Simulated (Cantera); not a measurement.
# Equilibrium for abatement and gas-phase synthesis: CS2 + H2

A closed system holds: 1 mol CS2, 1.6 mol H2, at 773.15 K and 0.100 bar.

These are equilibrium values from Cantera (NASA tables, ideal gas, pure condensed phases), not measurements of a reactor. Candidate condensed phases: C, C6H6, C7H8, C8H18, S; 83 gas species. Gases not in the tables: S3 to S7. Rates play no part.

The x(H2S) is 0.876, the x(CS2) comes out as 0.106 and the x(S2) is 0.00956. The x(H2) comes out as 0.00889 and the x(CH4) comes out as 1.67e-5. The n(C(graphite)) comes out as 0.809 mol and the gas amount comes out as 1.808 mol. The log10 activity of S(l) (absent) comes out as -1.06.
